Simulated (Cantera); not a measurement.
Cantera with NASA thermochemical tables; ideal gases at 1 bar, condensed phases pure. Values are per mole of reaction as written; species without (g) are pure solids or liquids, kept so even where they would boil at 1 bar.

2 Fe(OH)3 → 2 Fe + 3 O2(g) + 3 H2(g)

```csv
T (K),ΔH° (kJ),ΔS° (J/K),ΔG° (kJ),log10 K,condensed phases
1075,[?],[?],[?],[?],"Fe(OH)3(s), Fe(α)"
1125,1644.0,826.0,714.8,-33.19,"Fe(OH)3(s), Fe(α)"
1175,[?],[?],[?],[?],"Fe(OH)3(s), Fe(α)"
1225,1638.9,821.6,632.4,-26.97,"Fe(OH)3(s), Fe(γ)"
1275,[?],[?],[?],[?],"Fe(OH)3(s), Fe(γ)"
1325,[?],[?],[?],[?],"Fe(OH)3(s), Fe(γ)"
```

### Question
What belongs in the gaps?

### Answer

- 1075, ΔH° (kJ): 1646.3
- 1075, ΔS° (J/K): 828.0
- 1075, ΔG° (kJ): 756.1
- 1075, log10 K: -36.74
- 1175, ΔH° (kJ): 1640.7
- 1175, ΔS° (J/K): 823.1
- 1175, ΔG° (kJ): 673.5
- 1175, log10 K: -29.94
- 1275, ΔH° (kJ): 1635.1
- 1275, ΔS° (J/K): 818.6
- 1275, ΔG° (kJ): 591.4
- 1275, log10 K: -24.23
- 1325, ΔH° (kJ): 1631.4
- 1325, ΔS° (J/K): 815.7
- 1325, ΔG° (kJ): 550.5
- 1325, log10 K: -21.70
